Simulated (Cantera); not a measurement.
Feed: 1 mol trisilylamine, 1.3 mol N₂, equilibrated at 750 Torr.

Equilibrium computed with Cantera from the NASA thermochemical tables; the gas is ideal and each condensed phase is pure. Candidate condensed phases: Si, Si₃N₄; 18 gas species. The feed counts by its element totals alone. Mutual solubility and eutectic melting of coexisting phases are not modelled. The numbers say what is thermodynamically allowed, not how fast it happens. All values below are at 1150 °C.

Base state: H₂ 1.000 (mole fractions); condensed: Si(s) + Si₃N₄(s).

**Question.** What changes in the equilibrium state with this change: trisilylamine replaced by SiCl₄?

**Answer.** 
```tsv
species	before	after
N₂	9.58e-6	0.565
SiCl₄	0	0.434
SiCl₃	0	0.000465
H₂	1.000	0
Cl	0	0.000306
Cl₂	0	8.15e-5
Si(s), mol	0.300	0
Si₃N₄(s), mol	0.900	0
```
The tables' values for SiCl₃ are old estimates; treat these amounts as uncertain.
